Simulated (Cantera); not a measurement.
**Low-pressure radical oxidation in H2/O2**

An isothermal, constant-pressure homogeneous reactor starts with H2 : O2 = 0.03 : 1 (molar parts), equivalence ratio 0.015, at 925 K and 3.53 Torr.

Model: the H2/O2 subset of GRI-Mech 3.0, which has no nitrogen chemistry, integrated in Cantera. Radical loss at walls, strong at low pressure, is not modelled. Below about 950 K walls govern HO2 and H2O2 in real vessels.

```
t (s)         x H2   x O2     x H2O     x HO2      x OH       x H       x O
--------  --------  -----  --------  --------  --------  --------  --------
1.00e-5     0.0291  0.971    <1e-12    <1e-12    <1e-12    <1e-12    <1e-12
5.47e-5     0.0291  0.971    <1e-12    <1e-12    <1e-12    <1e-12    <1e-12
0.000299    0.0291  0.971    <1e-12  3.15e-12    <1e-12  2.62e-12    <1e-12
0.00164     0.0291  0.971  9.37e-12  1.73e-11  8.13e-12  1.26e-11  1.38e-11
0.00894     0.0291  0.971   1.95e-9  1.15e-10  5.76e-10  6.65e-10   1.35e-9
0.0489     0.00709  0.958    0.0176   2.80e-6   0.00159   0.00726   0.00842
0.267     0.000113  0.966    0.0289   1.66e-6  0.000335  0.000607   0.00359
1.46       5.37e-6  0.970    0.0295   4.27e-7   7.13e-5   6.91e-6  0.000193
8.00       1.90e-7  0.970    0.0295   4.78e-8   1.46e-5   5.88e-8   8.01e-6
```
x: mole fraction; the columns are a selection and need not sum to one.

Equilibrium at this temperature and pressure: H2 3.44e-12, O2 0.970, H2O 0.0296, HO2 1.14e-10, OH 7.20e-8, H <1e-12, O 1.94e-10 (gas phase only).
